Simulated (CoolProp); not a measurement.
Aqueous ethylene glycol as a coolant, 14 % by mass, freezing at -5.0 °C, 1 atm.

Computed with CoolProp (Melinder's fits for secondary coolants).

```
T (°C)  viscosity (mPa s)  conductivity (W/(m K))  cp (kJ/(kg K))  density (kg/m³)
------  -----------------  ----------------------  --------------  ---------------
-1.1                 2.75                   0.506           3.968             1020
5.8                  2.17                   0.516           3.974             1019
12.7                 1.75                   0.525           3.981             1018
19.6                 1.43                   0.534           3.989             1016
26.5                 1.20                   0.543           3.996             1014
33.4                 1.01                   0.551           4.005             1012
```
